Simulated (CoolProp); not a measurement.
Vapour-liquid equilibrium of propane (1) + R227EA (2) at 45.55 °C; x and y are mole fractions of (1).

The numbers come from the multi-fluid Helmholtz-energy mixture model, Lemmon 2009 and Lemmon 2016; pair parameters Bell 2016 in CoolProp.

```
x     bubble pressure (MPa)  y at the bubble point  dew pressure at overall composition x (MPa)  liquid density (mol/L)
----  ---------------------  ---------------------  -------------------------------------------  ----------------------
0.05                 0.9370                  0.142                                       0.8554                   7.659
0.2                   1.233                  0.394                                       0.9948                   7.813
0.35                    [?]                  0.528                                        1.173                   8.003
0.5                   1.561                  0.621                                        1.391                   8.270
0.65                  1.635                  0.702                                        1.593                     [?]
0.8                   1.659                  0.795                                        1.658                   9.260
0.95                    [?]                  0.932                                        1.590                   10.06
```

**Question.** Complete the blanks.

**Answer.** 
- 0.35, bubble pressure (MPa): 1.433
- 0.65, liquid density (mol/L): 8.672
- 0.95, bubble pressure (MPa): 1.602

y crosses x between x = 0.65 and 0.8: the model has an azeotrope there.

The pair parameters rest on a limited set of measurements; away from them the model extrapolates.
